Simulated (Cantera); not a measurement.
A Cantera script and what it prints.

```python
import numpy as np
import cantera as ct

gas_names = """
    H HO2 H2 H2O H2O2 Nb NbO NbO2 O OH O2 O3
""".split()
cond_names = """
    H2O(s) H2O(L) Nb(cr) Nb(L) NbO(s) NbO(L) NbO2(I) NbO2(II) NbO2(III) NbO2(L) Nb2O5(s) Nb2O5(L)
""".split()


# ... load() reads the species with a 1 bar reference pressure and builds the phases ...
atoms = {
    'Nb2O5': {'Nb': 2, 'O': 5},
    'H2': {'H': 2},
}
top_T = {}  # K; cautious upper limits of use, not melting points


# ... equilibrate(T, P, feed) seeds the gas with the atoms and calls Mixture.equilibrate('TP', solver="vcs", rtol=1e-11, max_steps=5000) ...
results = []
feed = {'Nb2O5': 1, 'H2': 8.4}  # mol
P = 100000  # Pa
for T in [950, 1050, 1150, 1250, 1350, 1450, 1550, 1650, 1750, 1850, 1950, 2050, 2150]:
    mix = equilibrate(T, P, feed)
    results.append((T, P, feed, dict(zip(mix.species_names, mix.species_moles))))

top = {s: max(r[3][s] / sum(r[3][g] for g in gas_names) for r in results) for s in gas_names}
cols = sorted((s for s in top if top[s] > 0.0001), key=lambda s: -top[s])[:5]
seen = [c for c in cond_names if any(r[3].get(c, 0) > 1e-12 for r in results)]
print("log10 of partial pressures in bar; condensed amounts in mol")
print(f"{'T/K':>10s}" + "".join(f"{s[:9]:>10s}" for s in cols + seen))
for T, P, feed, n in results:
    ng = sum(n[g] for g in gas_names)
    print(f"{T:10.4g}" + "".join(f"{np.log10(max(n[s] / ng * P / 1e5, 1e-99)):10.3f}" for s in cols)
          + "".join(f"{n.get(c, 0):10.4g}" for c in seen))
```

Result:

```
log10 of partial pressures in bar; condensed amounts in mol
       T/K        H2       H2O         H   NbO2(I)  NbO2(II) NbO2(III)  Nb2O5(s)
       950    -0.002    -2.442    -9.255   0.06076         0         0    0.9696
      1050    -0.003    -2.110    -8.093    0.1304         0         0    0.9348
      1150    -0.007    -1.814    -7.131         0    0.2576         0    0.8712
      1250    -0.012    -1.552    -6.322         0         0    0.4711    0.7645
      1350    -0.021    -1.332    -5.633         0         0    0.7828    0.6086
      1450    -0.032    -1.146    -5.040         0         0     1.201    0.3996
      1550    -0.047    -0.989    -4.525         0         0     1.723    0.1384
      1650    -0.055    -0.924    -4.069         0         0         2         0
      1750    -0.055    -0.924    -3.661         0         0         2         0
      1850    -0.055    -0.924    -3.296         0         0         2         0
      1950    -0.056    -0.925    -2.968         0         0         2         0
      2050    -0.056    -0.925    -2.672         0         0         2         0
      2150    -0.057    -0.925    -2.403         0         0         2         0
```

These are equilibrium values from Cantera (NASA tables, ideal gas, pure condensed phases), not measurements of a reactor. Mutual solubility and eutectic melting of coexisting phases are not modelled. Condensed phases not in the tables: the oxides between NbO2 and Nb2O5.
